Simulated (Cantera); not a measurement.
A Cantera script and what it prints.

```python
import numpy as np
import cantera as ct

gas_names = """
    C CN CO COS CO2 CS CS2 C2 CCN CNC C2N2 C2O C3 C3O2 C4 C4N2 C5 Mg MgN MgO MgS Mg2 N NCO NO NO2 NO3 N2
    N2O O O2 O3 S SN SO SO2 SO3 S2 S2O S8
""".split()
cond_names = """
    C(gr) Mg(cr) Mg(L) MgCO3(s) MgO(s) MgO(L) MgS(s) MgSO4(s) MgSO4(L) S(cr1) S(cr2) S(L)
""".split()


# ... load() reads the species with a 1 bar reference pressure and builds the phases ...
atoms = {
    'MgCO3': {'Mg': 1, 'C': 1, 'O': 3},
    'O2': {'O': 2},
    'N2': {'N': 2},
    'SO3': {'S': 1, 'O': 3},
}
top_T = {'C(gr)': 4500, 'MgS(s)': 2250}  # K; cautious upper limits of use, not melting points


# ... equilibrate(T, P, feed) seeds the gas with the atoms and calls Mixture.equilibrate('TP', solver="vcs", rtol=1e-11, max_steps=5000) ...
results = []
feed = {'MgCO3': 1, 'O2': 1.1, 'N2': 20, 'SO3': 4.1}  # mol
P = 2300  # Pa
for T in [1273, 1348, 1423, 1498, 1573, 1648, 1723, 1798, 1873]:
    mix = equilibrate(T, P, feed)
    results.append((T, P, feed, dict(zip(mix.species_names, mix.species_moles))))

top = {s: max(r[3][s] / sum(r[3][g] for g in gas_names) for r in results) for s in gas_names}
cols = sorted((s for s in top if top[s] > 1e-05), key=lambda s: -top[s])[:9]
seen = [c for c in cond_names if any(r[3].get(c, 0) > 1e-12 for r in results)]
print("log10 of partial pressures in bar; condensed amounts in mol")
print(f"{'T/K':>10s}" + "".join(f"{s[:9]:>10s}" for s in cols + seen))
for T, P, feed, n in results:
    ng = sum(n[g] for g in gas_names)
    print(f"{T:10.4g}" + "".join(f"{np.log10(max(n[s] / ng * P / 1e5, 1e-99)):10.3f}" for s in cols)
          + "".join(f"{n.get(c, 0):10.4g}" for c in seen))
```

Result:

```
log10 of partial pressures in bar; condensed amounts in mol
       T/K        N2       SO2        O2       CO2        NO       SO3         O        CO        SO    MgO(s)
      1273    -1.788    -2.479    -2.593    -3.089    -5.280    -4.607    -8.265    -8.848    -9.513         1
      1348    -1.788    -2.478    -2.593    -3.089    -5.071    -4.826    -7.686    -8.206    -8.822         1
      1423    -1.788    -2.478    -2.593    -3.089    -4.885    -5.021    -7.167    -7.632    -8.205         1
      1498    -1.788    -2.477    -2.593    -3.089    -4.717    -5.197    -6.700    -7.116    -7.649         1
      1573    -1.789    -2.477    -2.594    -3.089    -4.565    -5.355    -6.278    -6.650    -7.147         1
      1648    -1.789    -2.477    -2.594    -3.090    -4.427    -5.499    -5.894    -6.227    -6.690         1
      1723    -1.789    -2.477    -2.596    -3.090    -4.302    -5.630    -5.543    -5.841    -6.273         1
      1798    -1.789    -2.477    -2.597    -3.091    -4.187    -5.751    -5.221    -5.488    -5.891         1
      1873    -1.790    -2.477    -2.599    -3.093    -4.081    -5.861    -4.926    -5.165    -5.540         1
```

Method: chemical equilibrium by Gibbs-energy minimisation in Cantera with the NASA 1993 tables (ideal gas, pure condensed phases).
